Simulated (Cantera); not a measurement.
Feed: 1 mol TiCl4, a varied amount of CH4, held at 1600 K and 53.0 Pa.

Points: n(CH4) (mol) = 0.77, 1, 1.2, 1.5, 1.7, 1.9, 2.2, 2.4, 2.6, 2.9, 3.1, 3.3.

Cantera's Mixture.equilibrate('TP', solver="vcs", rtol=1e-11, max_steps=5000) on the NASA tables stopped like this:

```
T = 1600 K  P = 53 Pa  n(CH4) = 0.77 mol  gas = 3.304 mol
   x: HCL 7.786e-01  TiCL3 1.225e-01  H2 7.654e-02  TiCL4 1.324e-02  CL 5.257e-03  TiCL2 3.252e-03  H 6.533e-04  C2H2,acetylene 2.105e-06  CL2 1.213e-06
   condensed (mol): C(gr) 0.2292  TiC(s) 0.5408
ERROR: FAILURE its = 5001!

*******************************************************************************
CanteraError thrown by MultiPhase::equilibrate:
VCS solver failed. Return code: -1
*******************************************************************************
```

Problem. What got this run through?

Solution. This is not unique; one that fits is The failure is numerical, not chemical. The same input converged with solver="gibbs", rtol=1e-10, max_steps=50000, and the result passed a check of the equilibrium conditions:
```
T = 1600 K  P = 53 Pa  n(CH4) = 0.77 mol  gas = 3.304 mol
   x: HCL 7.786e-01  TiCL3 1.225e-01  H2 7.654e-02  TiCL4 1.324e-02  CL 5.257e-03  TiCL2 3.252e-03  H 6.533e-04  C2H2,acetylene 2.105e-06  CL2 1.213e-06
   condensed (mol): C(gr) 0.2292  TiC(s) 0.5408
T = 1600 K  P = 53 Pa  n(CH4) = 1 mol  gas = 3.854 mol
   x: HCL 7.992e-01  H2 1.189e-01  TiCL3 6.847e-02  TiCL4 6.096e-03  CL 4.330e-03  TiCL2 2.207e-03  H 8.142e-04  C2H2,acetylene 3.269e-06
   condensed (mol): C(gr) 0.2959  TiC(s) 0.7041
T = 1600 K  P = 53 Pa  n(CH4) = 1.2 mol  gas = 4.309 mol
   x: HCL 7.871e-01  H2 1.629e-01  TiCL3 4.074e-02  CL 3.642e-03  TiCL4 3.051e-03  TiCL2 1.561e-03  H 9.533e-04  C2H2,acetylene 4.482e-06
   condensed (mol): C(gr) 0.3954  TiC(s) 0.8046
T = 1600 K  P = 53 Pa  n(CH4) = 1.5 mol  gas = 4.956 mol
   x: HCL 7.393e-01  H2 2.351e-01  TiCL3 1.949e-02  CL 2.848e-03  H 1.145e-03  TiCL4 1.141e-03  TiCL2 9.548e-04  C2H2,acetylene 6.466e-06
   condensed (mol): C(gr) 0.6069  TiC(s) 0.893
T = 1600 K  P = 53 Pa  n(CH4) = 1.7 mol  gas = 5.373 mol
   x: HCL 7.003e-01  H2 2.821e-01  TiCL3 1.260e-02  CL 2.463e-03  H 1.254e-03  TiCL2 7.139e-04  TiCL4 6.380e-04  C2H2,acetylene 7.758e-06
   condensed (mol): C(gr) 0.7749  TiC(s) 0.925
T = 1600 K  P = 53 Pa  n(CH4) = 1.9 mol  gas = 5.783 mol
   x: HCL 6.612e-01  H2 3.258e-01  TiCL3 8.545e-03  CL 2.164e-03  H 1.348e-03  TiCL2 5.511e-04  TiCL4 3.802e-04  C2H2,acetylene 8.960e-06
   condensed (mol): C(gr) 0.9547  TiC(s) 0.9452
T = 1600 K  P = 53 Pa  n(CH4) = 2.2 mol  gas = 6.393 mol
   x: HCL 6.068e-01  H2 3.841e-01  TiCL3 5.159e-03  CL 1.829e-03  H 1.464e-03  TiCL2 3.937e-04  TiCL4 1.940e-04  C2H2,acetylene 1.057e-05
   condensed (mol): C(gr) 1.237  TiC(s) 0.9633
T = 1600 K  P = 53 Pa  n(CH4) = 2.4 mol  gas = 6.797 mol
   x: HCL 5.741e-01  H2 4.184e-01  TiCL3 3.844e-03  CL 1.658e-03  H 1.528e-03  TiCL2 3.236e-04  TiCL4 1.310e-04  C2H2,acetylene 1.151e-05
   condensed (mol): C(gr) 1.429  TiC(s) 0.9708
T = 1600 K  P = 53 Pa  n(CH4) = 2.6 mol  gas = 7.2 mol
   x: HCL 5.443e-01  H2 4.493e-01  TiCL3 2.943e-03  H 1.583e-03  CL 1.517e-03  TiCL2 2.708e-04  TiCL4 9.179e-05  C2H2,acetylene 1.236e-05
   condensed (mol): C(gr) 1.624  TiC(s) 0.9762
T = 1600 K  P = 53 Pa  n(CH4) = 2.9 mol  gas = 7.803 mol
   x: HCL 5.044e-01  H2 4.902e-01  TiCL3 2.055e-03  H 1.654e-03  CL 1.346e-03  TiCL2 2.132e-04  TiCL4 5.687e-05  C2H2,acetylene 1.348e-05
   condensed (mol): C(gr) 1.918  TiC(s) 0.9819
T = 1600 K  P = 53 Pa  n(CH4) = 3.1 mol  gas = 8.205 mol
   x: H2 5.144e-01  HCL 4.808e-01  H 1.694e-03  TiCL3 1.655e-03  CL 1.252e-03  TiCL2 1.845e-04  TiCL4 4.261e-05  C2H2,acetylene 1.415e-05
   condensed (mol): C(gr) 2.115  TiC(s) 0.9846
T = 1600 K  P = 53 Pa  n(CH4) = 3.3 mol  gas = 8.606 mol
   x: H2 5.364e-01  HCL 4.591e-01  H 1.730e-03  TiCL3 1.353e-03  CL 1.171e-03  TiCL2 1.613e-04  TiCL4 3.258e-05  C2H2,acetylene 1.476e-05
   condensed (mol): C(gr) 2.313  TiC(s) 0.9867
```

The gas is ideal and each condensed phase is pure. The tables' values for TiCl2 are old estimates; treat these amounts as uncertain. TiC: taken at fixed stoichiometry.
